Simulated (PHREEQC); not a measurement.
# Sulfide liquor: speciation

Make-up at 75 °C: 0.45 mmol/kgw H2S, 0.065 mmol/kgw NaCl, 0.81 mmol/kgw ZnCl2 and 0.23 mmol/kgw Na2SiF6. Closed to the air; pH follows from the charge balance.

Model: ion-association model, wateq4f.dat, run in PHREEQC.

| Property | Result |
|---|---|
| pH | 3.35 |
| ionic strength | 0.00277 mol/kgw |
| total alkalinity | -0.920 meq/kg |

```csv
species,molality,activity,log γ
Cl-,0.00167,0.00157,-0.028
HF,0.000857,0.000858,0.000
Zn+2,0.000584,0.000456,-0.107
Na+,0.000525,0.000493,-0.028
F-,0.000513,0.000481,-0.028
H+,0.000474,0.000447,-0.026
H4SiO4,0.000230,0.000230,0.000
Zn(HS)2,0.000207,0.000207,0.000
H2S,3.66e-5,3.66e-5,0.000
ZnCl+,1.36e-5,1.27e-5,-0.028
ZnF+,5.65e-6,5.30e-6,-0.028
```

No solid was allowed to form. Examples of supersaturated solids here: ZnS(a), Sphalerite (slow to form). Others may be too. Constants without temperature data keep their 25 °C values here. SiF6-2 is the database's only silicon fluoride. The polysulfide entries of wateq4f.dat were taken out for this run.
